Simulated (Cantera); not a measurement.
Feed: 1 mol c-C4F8, 0.96 mol F2, equilibrated at 5.40 Torr.

Equilibrium computed with Cantera from the NASA thermochemical tables; the gas is ideal and each condensed phase is pure. Candidate condensed phases: C; 13 gas species. The feed counts by its element totals alone. Gases not in the tables: C2F6 and larger saturated fluorocarbons. The numbers say what is thermodynamically allowed, not how fast it happens.

Which condensed phases are stable at each of these points (T (K)): 1523, 1673, 1823, 1973, 2123, 2273, 2423, 2573, 2723, 2873, 3023, 3173, 3323?


```tsv
T (K)	condensed phases	C condensed (%)
1523	C(graphite)	38.0
1673	C(graphite)	37.8
1823	C(graphite)	37.3
1973	C(graphite)	35.2
2123	C(graphite)	29.4
2273	C(graphite)	20.2
2423	C(graphite)	24.4
2573	C(graphite)	43.6
2723	C(graphite)	59.1
2873	C(graphite)	59.3
3023	C(graphite)	18.1
3173	gas only	0.0
3323	gas only	0.0
```

From 1523 K to 3023 K the condensed part is C(graphite). From 3173 K to 3323 K nothing is condensed.
